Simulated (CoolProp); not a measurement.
Diethyl ether at several states: density (kg/m³) from the reference equation and from simpler models built on Tc = 194.7 °C, pc = 37.17 bar, ω = 0.282; each cubic takes its own stable root.

Values from CoolProp's reference Helmholtz-energy equation of state, Thol 2014.

```
T (°C)  p (bar)          phase  reference
------  -------  -------------  ---------
57.15       123         liquid      689.4
133.35    0.107            gas     0.2350
264.75      215  supercritical      466.3
156.45     5.66            gas      12.69
81.05      19.1         liquid      640.9
```

Question: How far does each simpler model (Soave-Redlich-Kwong, Peng-Robinson) lie from the reference over these 5 states: mean and median of the absolute difference, and the worst?

Answer: 
- Soave-Redlich-Kwong: mean 4.9 %, median 7.4 %, worst -9.2 % at 81.05 °C and 19.1 bar
- Peng-Robinson: mean 1.8 %, median 1.8 %, worst +4.0 % at 57.15 °C and 123 bar
